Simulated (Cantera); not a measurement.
A freely propagating, adiabatic, planar premixed flame of 9.92 % CH4, 3.57 % H2, 15.5 % O2, 71.0 % N2, equivalence ratio 1.4, unburnt at 698 K and 13300 Pa; mixture-averaged transport, grid criteria slope 0.08 and curve 0.16, no radiation.

Computed with Cantera and GRI-Mech 3.0 (53 species, 325 reactions). Burning velocities carry a grid error of a few per cent, more on coarse grids.

x: mole fraction of selected species; z is measured from the peak of heat release.

| z (mm) | T (K) | u (m/s) | x CH4 | x H2 | x O2 | x H2O | x H | x HO2 |
|---|---|---|---|---|---|---|---|---|
| -6.96 | 698 | 1.75 | 0.0991 | 0.0369 | 0.155 | 4.74e-5 | 7.12e-8 | ? |
| -4.64 | 702 | 1.76 | 0.0985 | 0.0395 | 0.154 | 0.000517 | 1.65e-6 | ? |
| -3.48 | 713 | 1.80 | 0.0974 | 0.0426 | 0.153 | 0.00190 | 8.48e-6 | ? |
| -2.32 | 777 | 1.97 | 0.0925 | 0.0487 | 0.149 | 0.00913 | 5.59e-5 | ? |
| -1.16 | 1116 | 2.89 | 0.0658 | 0.0595 | 0.121 | 0.0465 | 0.000530 | ? |
| -0.580 | 1453 | 3.81 | 0.0367 | 0.0649 | 0.0844 | 0.0855 | 0.00197 | ? |
| 0 | 1764 | 4.68 | 0.0111 | 0.0653 | 0.0436 | 0.125 | 0.00575 | ? |
| 0.580 | 1923 | 5.12 | 0.00171 | 0.0603 | 0.0178 | 0.148 | 0.0105 | ? |
| 1.16 | 1971 | 5.25 | 0.000183 | 0.0559 | 0.00698 | 0.157 | 0.0138 | ? |
| 2.32 | 1989 | 5.28 | 2.05e-6 | 0.0543 | 0.00191 | 0.159 | 0.0158 | ? |
| 4.64 | 1997 | 5.29 | <1e-8 | 0.0555 | 0.00116 | 0.157 | 0.0159 | ? |
| 9.28 | 2005 | 5.31 | <1e-8 | 0.0560 | 0.00104 | 0.157 | 0.0153 | ? |
| 18.6 | 2017 | 5.34 | <1e-8 | 0.0561 | 0.000903 | 0.158 | 0.0141 | ? |

Complete the blanks.


- -6.96, x HO2: 1.08e-6
- -4.64, x HO2: 7.25e-6
- -3.48, x HO2: 1.45e-5
- -2.32, x HO2: 2.09e-5
- -1.16, x HO2: 5.05e-5
- -0.580, x HO2: 9.41e-5
- 0, x HO2: 5.19e-5
- 0.580, x HO2: 7.88e-6
- 1.16, x HO2: 8.18e-7
- 2.32, x HO2: 1.32e-7
- 4.64, x HO2: 9.03e-8
- 9.28, x HO2: 8.28e-8
- 18.6, x HO2: 7.41e-8
